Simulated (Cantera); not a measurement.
Input: 1 mol BF₃, a varied amount of O₂, 3.8 mol H₂, held at 1175 °C and 1.10 mbar.

Equilibrium computed with Cantera from the NASA thermochemical tables; the gas is ideal and each condensed phase is pure. Candidate condensed phases: B, B₂O₃, B₃O₃H₃, H₂O; 43 gas species. Gases not in the tables: H₃BO₃. Rates play no part.

x: gas mole fraction; nothing condenses.

```
n(O₂) (mol)        x O₂       x H₂O        x HF        x H₂       x BOF      x HBO₂
-----------  ----------  ----------  ----------  ----------  ----------  ----------
1.1            3.44e-10       0.185       0.366       0.276       0.146      0.0245
1.9            0.000312       0.436       0.390    0.000685       0.125      0.0465
2.8          (withheld)  (withheld)  (withheld)  (withheld)  (withheld)  (withheld)
3.7               0.237       0.333       0.298     1.90e-5      0.0953      0.0355
4.5               0.309       0.301       0.270     1.50e-5      0.0863      0.0321
5.4               0.376       0.272       0.244     1.23e-5      0.0780      0.0290
6.3          (withheld)       0.248       0.222  (withheld)      0.0711      0.0264
7.1               0.473       0.230       0.206     9.28e-6      0.0659      0.0245
```

Q: Complete the blanks.

A: 
- 2.8, x O₂: 0.134
- 2.8, x H₂O: 0.378
- 2.8, x HF: 0.338
- 2.8, x H₂: 2.86e-5
- 2.8, x BOF: 0.108
- 2.8, x HBO₂: 0.0403
- 6.3, x O₂: 0.431
- 6.3, x H₂: 1.05e-5
